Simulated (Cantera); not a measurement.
## Stirred combustor or abatement burner

A perfectly stirred reactor is fed with CH₄ : CO : O₂ : N₂ : H₂ = 1 : 1.1 : 3.7 : 13.9 : 0.23 (molar parts), at 13.8 atm; it is adiabatic with a 700 K inlet, and is followed from long to short residence time, starting on the burning branch (τ in s: 0.063, 0.022, 0.0077, 0.0027, 0.00094, 0.00033, 0.00012, 4e-05, 1.4e-05).

Model: GRI-Mech 3.0 (53 species, 325 reactions), integrated in Cantera. The pressure lies above the range GRI-Mech 3.0 was tuned for (to about 10 atm).

| τ (s) | T (K) | x CH₄ | x CO | x O₂ | x NO | x NO₂ | x C₂H₆ | x HCO |
|---|---|---|---|---|---|---|---|---|
| 0.063 | 2250 | 4.01e-7 | 0.00111 | 0.0516 | 0.00398 | 8.83e-6 | <1e-12 | 1.55e-9 |
| 0.022 | 2253 | 1.11e-6 | 0.00118 | 0.0524 | 0.00236 | 5.32e-6 | 1.31e-12 | 4.29e-9 |
| 0.0077 | 2254 | 3.05e-6 | 0.00135 | 0.0531 | 0.00114 | 2.66e-6 | 9.67e-12 | 1.21e-8 |
| 0.0027 | 2252 | 8.10e-6 | 0.00176 | 0.0536 | 0.000511 | 1.29e-6 | 6.59e-11 | 3.46e-8 |
| 0.00094 | 2242 | 2.02e-5 | 0.00277 | 0.0542 | 0.000244 | 7.25e-7 | 3.83e-10 | 9.99e-8 |
| 0.00033 | 2222 | 4.60e-5 | 0.00493 | 0.0552 | 0.000135 | 5.05e-7 | 1.74e-9 | 2.88e-7 |
| 0.00012 | 2184 | 9.82e-5 | 0.00892 | 0.0572 | 8.22e-5 | 3.71e-7 | 6.54e-9 | 8.06e-7 |
| 4.0e-5 | 2111 | 0.000238 | 0.0170 | 0.0614 | 4.50e-5 | 2.25e-7 | 3.08e-8 | 2.47e-6 |
| 1.4e-5 | 1967 | 0.000781 | 0.0338 | 0.0714 | 1.67e-5 | 9.43e-8 | 3.31e-7 | 7.25e-6 |
x: mole fraction; the columns are a selection and need not sum to one.
